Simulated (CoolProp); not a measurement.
Vapour-liquid equilibrium of R134a (1) + dimethyl ether (2) at 58.3 kPa; x and y are mole fractions of (1).

Model: multi-fluid Helmholtz-energy mixture model, Tillner-Roth 1994 and Wu 2011; pair parameters Bell 2016, in CoolProp.

Task: Give the bubble temperature and the first vapour's composition at x = 0.125, 0.2, 0.575. Is there an azeotrope?

Result: x = 0.125: 237.2 K, y = 0.100; x = 0.2: 237.5 K, y = 0.173; x = 0.575: 237.7 K, y = 0.605. y crosses x between x = 0.35 and 0.425: the model has an azeotrope there.

The pair parameters rest on a limited set of measurements; away from them the model extrapolates.
